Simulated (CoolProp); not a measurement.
The fluid at 293.15 K and 4.08 MPa flows at 0.23 m/s in a round tube of 100 mm bore and 15 µm roughness, fully developed (64/Re and Nu = 3.66 if laminar; Colebrook and Gnielinski if turbulent). The same conditions are run with several fluids, on thermodynamics alone (safety and materials aside).

Values from CoolProp's reference Helmholtz-energy equation of state of each fluid (R143a: Lemmon and Jacobsen 2000; R245fa: Akasaka 2015; p-xylene: Zhou 2012; ammonia: Gao 2020; isobutane: Bücker 2006).

Rank R143a, R245fa, p-xylene, ammonia, isobutane by Reynolds number, highest first.

R143a (180000), ammonia (99900), isobutane (76700), R245fa (70900), p-xylene (29800)

| fluid | Darcy friction factor | pressure drop (Pa/m) | heat-transfer coefficient (W/(m² K)) | mass flow (kg/h) |
|---|---|---|---|---|
| R143a | 0.0170 | 4.39 | 488 | 6340 |
| R245fa | 0.0200 | 7.21 | 406 | 8870 |
| p-xylene | 0.0239 | 5.46 | 299 | 5620 |
| ammonia | 0.0188 | 3.04 | 1370 | 3990 |
| isobutane | 0.0197 | 2.94 | 367 | 3670 |

Transport values come from each fluid's own correlations; those of R143a, R245fa are estimates that may be off by 10 % or more.
